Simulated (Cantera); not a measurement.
Feed: 1 mol SiH2Cl2, 70 mol H2, held at 1248.15 K and 1430 Torr.

Method: chemical equilibrium by Gibbs-energy minimisation in Cantera with the NASA 1993 tables (ideal gas, pure condensed phases). Candidate condensed phases: Si; 19 gas species. The tables' values for SiCl3 are old estimates; treat these amounts as uncertain. Kinetics and transport are ignored.

Base state: H2 0.980, HCl 0.0163, SiHCl3 0.00170, SiCl4 0.000804, SiCl2 0.000685, SiH2Cl2 0.000488, SiCl3 0.000276, SiH3Cl 3.88e-5 (mole fractions); condensed: Si(s).

What changes in the equilibrium state with this change: pressure from 1430 Torr to 9.00 Torr?


```tsv
species	before	after
H2	0.980	0.974
HCl	0.0163	0.0243
SiCl2	0.000685	0.00152
SiHCl3	0.00170	3.54e-5
SiH3Cl	3.88e-5	3.62e-7
SiH2Cl2	0.000488	6.81e-6
SiCl4	0.000804	2.51e-5
Si(s), mol	0.714	0.880
```

What changes in the equilibrium state with this change: temperature from 1248.15 K to 1348.15 K?


| species | before | after |
|---|---|---|
| H2 | 0.980 | 0.977 |
| HCl | 0.0163 | 0.0206 |
| SiCl2 | 0.000685 | 0.00122 |
| SiHCl3 | 0.00170 | 0.000751 |
| SiCl4 | 0.000804 | 0.000279 |
| SiH2Cl2 | 0.000488 | 0.000294 |
| SiH3Cl | 3.88e-5 | 3.28e-5 |
| Si(s), mol | 0.714 | 0.796 |

What changes in the equilibrium state with this change: SiH2Cl2 replaced by Si2H6?


```csv
species,before,after
H2,0.980,1.000
HCl,0.0163,0
SiHCl3,0.00170,0
SiCl4,0.000804,0
SiCl2,0.000685,0
SiH2Cl2,0.000488,0
"Si(s), mol",0.714,2.00
```
The feed counts by its element totals alone.
